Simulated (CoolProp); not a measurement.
The fluid at 293.15 K and 7.37 MPa (liquid) is heated at constant pressure to 309.7 K. The same conditions are run with several fluids, on thermodynamics alone (safety and materials aside).

Model: reference Helmholtz-energy equation of state of each fluid (nitrous oxide: Lemmon 2006; R1336mzz(Z): McLinden 2020; dodecamethylcyclohexasiloxane (D6): Colonna 2008; R365MFC: Lemmon 2016; methanol: de Reuck 1993), in CoolProp.

Q: Rank nitrous oxide, R1336mzz(Z), dodecamethylcyclohexasiloxane (D6), R365MFC, methanol by heat (kJ/kg), highest first.

A: nitrous oxide (68.8), methanol (42.1), dodecamethylcyclohexasiloxane (D6) (26.1), R365MFC (22.6), R1336mzz(Z) (20.0)

| fluid | final phase | final density (kg/m³) |
|---|---|---|
| nitrous oxide | supercritical | 581 |
| R1336mzz(Z) | liquid | 1360 |
| dodecamethylcyclohexasiloxane (D6) | liquid | 974 |
| R365MFC | liquid | 1250 |
| methanol | liquid | 783 |
